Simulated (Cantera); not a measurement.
## Thermodynamics of carbothermic reduction, feed Ta2O5 + CH4 + H2

A closed system holds: 1 mol Ta2O5, 0.3 mol CH4, 1.5 mol H2.

Equilibrium computed with Cantera from the NASA thermochemical tables; the gas is ideal and each condensed phase is pure. Candidate condensed phases: C, C6H6, C7H8, C8H18, H2O, Ta, TaC, Ta2O5; 113 gas species. Mutual solubility and eutectic melting of coexisting phases are not modelled. TaC: taken at fixed stoichiometry. Condensed phases not in the tables: Ta2C, N, O or C dissolved in the metal. Rates play no part.

### Question
Map the stable condensed phases over T = 527, 677, 827, 977, 1127, 1277, 1427, 1577, 1727, 1877, 2027, 2177, 2327 °C and P in Pa = 10, 52, 270, 1400, 7200, 37000, 190000, 1000000.

### Answer
```
T in °C \ P in Pa
              10      52     270    1400    7200   37000  190000 1000000
   2327        A       A       B       C       C       C       C       D
   2177        A       B       B       C       C       C       C       D
   2027        B       B       C       C       C       C       D       D
   1877        C       C       C       C       C       D       D       D
   1727        C       C       C       C       D       D       D       D
   1577        C       C       C       D       D       D       D       D
   1427        C       D       D       D       D       D       D       D
   1277        D       D       D       D       D       D       D       D
   1127        D       D       D       D       D       D       D       D
    977        D       D       D       D       D       D       E       E
    827        D       D       D       D       E       E       E       D
    677        D       D       E       E       E       E       D       B
    527        E       E       E       F       F       B       B       B
```
A: gas only; B: Ta2O5; C: Ta + Ta2O5; D: TaC + Ta2O5; E: C + TaC + Ta2O5; F: C + Ta2O5.
